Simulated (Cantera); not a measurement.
A Cantera script and what it prints.

```python
import numpy as np
import cantera as ct

gas_names = """
    B BH BH2 BH3 BN BO BO2 B2 B2O B2O2 B2O3 B3O3H3 H HBO HBO2 HNO HNO2 HNO3 HO2 H2 H2O H2O2 H3B3O6 N NH
    NH2 NH3 NH2OH NO NO2 NO3 N2 N2H2 N2H4 N2O O OH O2 O3
""".split()
cond_names = """
    B(b) B(L) BN(s) B2O3(L) B3O3H3(cr) H2O(s) H2O(L)
""".split()


# ... load() reads the species with a 1 bar reference pressure and builds the phases ...
atoms = {
    'BN': {'B': 1, 'N': 1},
    'H2O': {'H': 2, 'O': 1},
    'N2': {'N': 2},
}
top_T = {'BN(s)': 3200}  # K; cautious upper limits of use, not melting points


# ... equilibrate(T, P, feed) seeds the gas with the atoms and calls Mixture.equilibrate('TP', solver="vcs", rtol=1e-11, max_steps=5000) ...
results = []
feed = {'BN': 1, 'H2O': 0.45, 'N2': 0.98}  # mol
for P in [1, 5.2, 27, 140, 720, 3700, 19000, 100000]:
    for T in [925, 1000, 1075, 1150, 1225, 1300, 1375, 1450, 1525, 1600, 1675]:
        mix = equilibrate(T, P, feed)
        results.append((T, P, feed, dict(zip(mix.species_names, mix.species_moles))))

for T, P, feed, n in results:
    print(f"{T:7g} {P:10.4g}  " + (" + ".join(c for c in cond_names if n.get(c, 0) > 1e-12) or "gas only"))
```

Output:

```
    925          1  BN(s) + B2O3(L)
   1000          1  BN(s) + B2O3(L)
   1075          1  BN(s) + B2O3(L)
   1150          1  BN(s) + B2O3(L)
   1225          1  BN(s) + B2O3(L)
   1300          1  BN(s) + B2O3(L)
   1375          1  BN(s)
   1450          1  BN(s)
   1525          1  BN(s)
   1600          1  BN(s)
   1675          1  BN(s)
    925        5.2  BN(s) + B2O3(L)
   1000        5.2  BN(s) + B2O3(L)
   1075        5.2  BN(s) + B2O3(L)
   1150        5.2  BN(s) + B2O3(L)
   1225        5.2  BN(s) + B2O3(L)
   1300        5.2  BN(s) + B2O3(L)
   1375        5.2  BN(s) + B2O3(L)
   1450        5.2  BN(s)
   1525        5.2  BN(s)
   1600        5.2  BN(s)
   1675        5.2  BN(s)
    925         27  BN(s) + B2O3(L)
   1000         27  BN(s) + B2O3(L)
   1075         27  BN(s) + B2O3(L)
   1150         27  BN(s) + B2O3(L)
   1225         27  BN(s) + B2O3(L)
   1300         27  BN(s) + B2O3(L)
   1375         27  BN(s) + B2O3(L)
   1450         27  BN(s) + B2O3(L)
   1525         27  BN(s)
   1600         27  BN(s)
   1675         27  BN(s)
    925        140  BN(s) + B2O3(L)
   1000        140  BN(s) + B2O3(L)
   1075        140  BN(s) + B2O3(L)
   1150        140  BN(s) + B2O3(L)
   1225        140  BN(s) + B2O3(L)
   1300        140  BN(s) + B2O3(L)
   1375        140  BN(s) + B2O3(L)
   1450        140  BN(s) + B2O3(L)
   1525        140  BN(s) + B2O3(L)
   1600        140  BN(s)
   1675        140  BN(s)
    925        720  BN(s) + B2O3(L)
   1000        720  BN(s) + B2O3(L)
   1075        720  BN(s) + B2O3(L)
   1150        720  BN(s) + B2O3(L)
   1225        720  BN(s) + B2O3(L)
   1300        720  BN(s) + B2O3(L)
   1375        720  BN(s) + B2O3(L)
   1450        720  BN(s) + B2O3(L)
   1525        720  BN(s) + B2O3(L)
   1600        720  BN(s) + B2O3(L)
   1675        720  BN(s)
    925       3700  BN(s) + B2O3(L)
   1000       3700  BN(s) + B2O3(L)
   1075       3700  BN(s) + B2O3(L)
   1150       3700  BN(s) + B2O3(L)
   1225       3700  BN(s) + B2O3(L)
   1300       3700  BN(s) + B2O3(L)
   1375       3700  BN(s) + B2O3(L)
   1450       3700  BN(s) + B2O3(L)
   1525       3700  BN(s) + B2O3(L)
   1600       3700  BN(s) + B2O3(L)
   1675       3700  BN(s) + B2O3(L)
    925    1.9e+04  BN(s) + B2O3(L)
   1000    1.9e+04  BN(s) + B2O3(L)
   1075    1.9e+04  BN(s) + B2O3(L)
   1150    1.9e+04  BN(s) + B2O3(L)
   1225    1.9e+04  BN(s) + B2O3(L)
   1300    1.9e+04  BN(s) + B2O3(L)
   1375    1.9e+04  BN(s) + B2O3(L)
   1450    1.9e+04  BN(s) + B2O3(L)
   1525    1.9e+04  BN(s) + B2O3(L)
   1600    1.9e+04  BN(s) + B2O3(L)
   1675    1.9e+04  BN(s) + B2O3(L)
    925      1e+05  BN(s) + B2O3(L)
   1000      1e+05  BN(s) + B2O3(L)
   1075      1e+05  BN(s) + B2O3(L)
   1150      1e+05  BN(s) + B2O3(L)
   1225      1e+05  BN(s) + B2O3(L)
   1300      1e+05  BN(s) + B2O3(L)
   1375      1e+05  BN(s) + B2O3(L)
   1450      1e+05  BN(s) + B2O3(L)
   1525      1e+05  BN(s) + B2O3(L)
   1600      1e+05  BN(s) + B2O3(L)
   1675      1e+05  BN(s) + B2O3(L)
```

Method: chemical equilibrium by Gibbs-energy minimisation in Cantera with the NASA 1993 tables (ideal gas, pure condensed phases). Mutual solubility and eutectic melting of coexisting phases are not modelled. Gases not in the tables: H3BO3.
